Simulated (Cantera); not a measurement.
Stirred combustor or abatement burner

A perfectly stirred reactor is fed with CO : H2 : O2 : N2 = 1 : 0.11 : 0.427 : 1.61 (molar parts), equivalence ratio 1.3, at 1.01 bar; it is adiabatic with a 525 K inlet, and is followed from long to short residence time, starting on the burning branch (τ in s: 0.12, 0.05, 0.02, 0.0083, 0.0034, 0.0014, 0.00056, 0.00023, 9.3e-05, 3.8e-05, 1.5e-05, 6.2e-06).

Cantera simulation using GRI-Mech 3.0 (53 species, 325 reactions); the numbers are that mechanism's predictions, not measurements.

```json
[
 {"τ (s)": "0.12", "T (K)": "2475", "x CO": "0.112", "x H2": "0.00252", "x O2": "0.00770", "x NO": "0.00327", "x H2O2": "2.10e-8", "x N2O": "1.68e-7", "x OH": "0.00378"},
 {"τ (s)": "0.050", "T (K)": "2453", "x CO": "0.114", "x H2": "0.00261", "x O2": "0.00904", "x NO": "0.00301", "x H2O2": "2.23e-8", "x N2O": "1.67e-7", "x OH": "0.00408"},
 {"τ (s)": "0.020", "T (K)": "2404", "x CO": "0.119", "x H2": "0.00279", "x O2": "0.0119", "x NO": "0.00241", "x H2O2": "2.55e-8", "x N2O": "1.64e-7", "x OH": "0.00467"},
 {"τ (s)": "0.0083", "T (K)": "2322", "x CO": "0.128", "x H2": "0.00312", "x O2": "0.0166", "x NO": "0.00149", "x H2O2": "3.35e-8", "x N2O": "1.59e-7", "x OH": "0.00544"},
 {"τ (s)": "0.0034", "T (K)": "2203", "x CO": "0.140", "x H2": "0.00359", "x O2": "0.0225", "x NO": "0.000627", "x H2O2": "5.19e-8", "x N2O": "1.54e-7", "x OH": "0.00611"},
 {"τ (s)": "0.0014", "T (K)": "2058", "x CO": "0.151", "x H2": "0.00411", "x O2": "0.0283", "x NO": "0.000250", "x H2O2": "8.99e-8", "x N2O": "1.48e-7", "x OH": "0.00634"},
 {"τ (s)": "0.00056", "T (K)": "1889", "x CO": "0.162", "x H2": "0.00455", "x O2": "0.0338", "x NO": "0.000141", "x H2O2": "1.75e-7", "x N2O": "1.39e-7", "x OH": "0.00594"},
 {"τ (s)": "0.00023", "T (K)": "1706", "x CO": "0.173", "x H2": "0.00469", "x O2": "0.0399", "x NO": "9.22e-5", "x H2O2": "3.59e-7", "x N2O": "1.31e-7", "x OH": "0.00488"},
 {"τ (s)": "9.3e-5", "T (K)": "1467", "x CO": "0.202", "x H2": "0.00476", "x O2": "0.0558", "x NO": "3.34e-5", "x H2O2": "8.41e-7", "x N2O": "1.27e-7", "x OH": "0.00317"},
 {"τ (s)": "3.8e-5", "T (K)": "525", "x CO": "0.318", "x H2": "0.0350", "x O2": "0.136", "x NO": "<1e-12", "x H2O2": "<1e-12", "x N2O": "<1e-12", "x OH": "<1e-12"},
 {"τ (s)": "1.5e-5", "T (K)": "525", "x CO": "0.318", "x H2": "0.0350", "x O2": "0.136", "x NO": "<1e-12", "x H2O2": "<1e-12", "x N2O": "<1e-12", "x OH": "<1e-12"},
 {"τ (s)": "6.2e-6", "T (K)": "525", "x CO": "0.318", "x H2": "0.0350", "x O2": "0.136", "x NO": "<1e-12", "x H2O2": "<1e-12", "x N2O": "<1e-12", "x OH": "<1e-12"}
]
```
x: mole fraction; the columns are a selection and need not sum to one.
